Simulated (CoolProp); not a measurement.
Vapour-liquid equilibrium of ethylene (1) + propane (2) at -52.05 °C; x and y are mole fractions of (1).

Model: multi-fluid Helmholtz-energy mixture model, Smukala 2000 and Lemmon 2009; pair parameters Bell 2016, in CoolProp.

| x | bubble pressure (MPa) | y at the bubble point | dew pressure at overall composition x (MPa) | liquid density (mol/L) |
|---|---|---|---|---|
| 0.05 | 0.1124 | 0.449 | 0.06717 | 13.61 |
| 0.125 | 0.1854 | 0.684 | 0.07268 | 13.88 |
| 0.2 | 0.2578 | 0.786 | 0.07917 | 14.16 |
| 0.275 | 0.3291 | 0.843 | 0.08692 | 14.45 |
| 0.35 | 0.3989 | 0.880 | 0.09634 | 14.74 |
| 0.425 | 0.4670 | 0.906 | 0.1080 | 15.03 |
| 0.5 | 0.5336 | 0.925 | 0.1229 | 15.32 |
| 0.575 | 0.5992 | 0.941 | 0.1426 | 15.62 |
| 0.65 | 0.6643 | 0.954 | 0.1696 | 15.92 |
| 0.725 | 0.7299 | 0.965 | 0.2091 | 16.22 |
| 0.8 | 0.7968 | 0.975 | 0.2722 | 16.52 |
| 0.875 | 0.8664 | 0.984 | 0.3876 | 16.81 |
| 0.95 | 0.9402 | 0.994 | 0.6454 | 17.09 |

No azeotrope shows between x = 0.05 and 0.95.

Pair parameters are fitted to limited data, so mixtures are less certain than the pure fluids. The gap from Raoult's law changes sign with composition, which may be real or a fault of the pair parameters; it wasn't checked against measurements.
